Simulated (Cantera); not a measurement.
# Fluorocarbon and chlorocarbon gases: CF₄ + F₂

Feed: 1 mol CF₄, 0.063 mol F₂, held at 1.00 bar.

These are equilibrium values from Cantera (NASA tables, ideal gas, pure condensed phases), not measurements of a reactor. Candidate condensed phases: C; 23 gas species. Ions and electrons are included (thermal ionisation). The tables' values for C₂F₄ are old estimates; treat these amounts as uncertain. Gases not in the tables: C₂F₆ and larger saturated fluorocarbons. Kinetics and transport are ignored.

```csv
T (K),x F,x CF₄,x CF₂,x C,x CF,x CF₃,x C₃,x C₂
2500,0.163,0.802,0.0236,1.29e-9,4.14e-5,0.0108,<1e-12,2.76e-12
2750,0.377,0.460,0.133,1.54e-7,0.00100,0.0284,1.14e-9,2.71e-9
3000,0.617,0.0898,0.260,5.73e-6,0.00807,0.0241,4.50e-7,4.05e-7
3250,0.685,0.00690,0.262,0.000131,0.0368,0.00874,8.72e-5,3.22e-5
3500,0.722,0.000477,0.176,0.00139,0.0939,0.00237,0.00299,0.000717
3750,0.774,3.04e-5,0.0763,0.00625,0.126,0.000480,0.0126,0.00356
4000,0.809,1.91e-6,0.0265,0.0175,0.120,8.42e-5,0.0187,0.00816
4250,0.823,1.34e-7,0.00878,0.0382,0.0985,1.50e-5,0.0181,0.0132
4500,0.824,1.09e-8,0.00290,0.0693,0.0739,2.80e-6,0.0131,0.0165
4750,0.819,1.00e-9,0.000947,0.106,0.0507,5.48e-7,0.00703,0.0162
5000,0.813,1.04e-10,0.000308,0.138,0.0322,1.12e-7,0.00287,0.0128
```
x: gas mole fraction; nothing condenses.

From 2500 K to 5000 K nothing is condensed. The main C-bearing gas is CF₄ at 2500 K and C at 5000 K.
